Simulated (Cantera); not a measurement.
An isothermal plug-flow reactor at 775 K and 2.20 bar (inlet), inlet velocity 0.067 m/s, active area per volume 520 1/m; feed CH₄ : O₂ : N₂ = 0.0065 : 0.16 : 0.79 (molar parts), equivalence ratio 0.081.

Model: Deutschmann's 1995 Pt surface mechanism with GRI-Mech 3.0 gas chemistry, integrated in Cantera. Catalytic surfaces can have several steady states; this one follows from the mechanism file's or the stated starting coverage. Mass transfer to the wall is taken as infinitely fast.

Problem. What does this change do: O2 0.16 to 0.059 parts?

Solution. 
```
quantity                  before    after
----------------------  --------  -------
x(CH₄) at z = 0.067 m    0.00627  0.00617
x(O₂) at z = 0.067 m       0.166   0.0661
x(H₂O) at z = 0.067 m    0.00105  0.00285
x(CO₂) at z = 0.067 m   0.000523  0.00142
x(CO) at z = 0.067 m     5.75e-7  6.47e-7
θ(free Pt) at the exit    0.0147   0.0223
θ(O*) at the exit          0.985    0.976
```

Problem. What does this change do: area per volume 520 to 110 1/m?

Solution. 
| quantity | before | after |
|---|---|---|
| x(CH₄) at z = 0.067 m | 0.00627 | 0.00668 |
| x(O₂) at z = 0.067 m | 0.166 | 0.167 |
| x(H₂O) at z = 0.067 m | 0.00105 | 0.000229 |
| x(CO₂) at z = 0.067 m | 0.000523 | 0.000114 |
| x(CO) at z = 0.067 m | 5.75e-7 | 6.12e-7 |
| θ(free Pt) at the exit | 0.0147 | 0.0147 |
| θ(O*) at the exit | 0.985 | 0.985 |
